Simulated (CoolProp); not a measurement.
A single-stage vapour-compression cycle with hydrogen chloride: evaporating at 222.15 K (dew point), condensing at 274.15 K (bubble point), superheat 0 K, subcooling 5 K, compressor efficiency 0.7, no pressure losses. Each further row changes one setting.

Model: reference Helmholtz-energy equation of state, Thol 2018, in CoolProp.

```tsv
case	cooling COP	pressure ratio	discharge temperature (K)	refrigerating effect (kJ/kg)	volumetric capacity (kJ/m³)
as stated	2.28	5.25	399.9	317	3470
evaporating temperature 227.15 K	?	4.33	381.1	319	4190
condensing temperature 269.15 K	2.61	4.60	382.1	327	3580
subcooling 10 K	2.35	5.25	399.9	327	3580
superheat 10 K	2.22	5.25	420.8	327	?
compressor efficiency 0.6	?	5.25	?	317	3470
```

Q: Fill in the missing entries.

A: 
- evaporating temperature 227.15 K, cooling COP: 2.65
- superheat 10 K, volumetric capacity (kJ/m³): 3380
- compressor efficiency 0.6, cooling COP: 1.96
- compressor efficiency 0.6, discharge temperature (K): 426.1
